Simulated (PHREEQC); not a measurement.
A solution holds 0.0024 mol NaBr, 0.28 mol AlCl3 and 8.1e-05 mol Mn(NO3)2 per kg of water, at 90 °C. Closed to the air; pH follows from the charge balance.

All values are PHREEQC results (ion-association model, wateq4f.dat), not measurements.

This is a speciation only: nothing precipitates in the calculation.

Task: Estimate the pH, activity of water.

Result: pH 2.29; activity of water 0.981.

Task: In which forms is Mn present?

Result: Mn+2 66 %, MnCl+ 31 %, MnCl2 2.4 %, MnCl3- 0.7 % of the Mn.

The ionic strength is past about 0.7 mol/kgw, beyond the range of this activity model, so the values are rough. Away from 25 °C the constants follow the database's enthalpies or fits; those with neither stay at their 25 °C values.
